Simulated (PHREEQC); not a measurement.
A solution holds 0.22 mol/kgw HCl, 0.0041 mol/kgw ZnSO4 and 0.0062 mol/kgw MgCl2, at 93 °C. Closed to the air; pH follows from the charge balance.

All values are PHREEQC results (ion-association model, phreeqc.dat), not measurements.

No solid was allowed to form.

Problem. Order these Zn species by the share of Zn that they hold, largest first: ZnCl3-, ZnCl4-2, ZnCl2, Zn+2, ZnCl+.

Solution. ZnCl+ (56 %), Zn+2 (34 %), ZnCl2 (7.1 %), ZnCl3- (2.7 %), ZnCl4-2 (0.90 %)

The pH is 0.78 and the ionic strength 0.241 mol/kgw. Constants without temperature data keep their 25 °C values here.
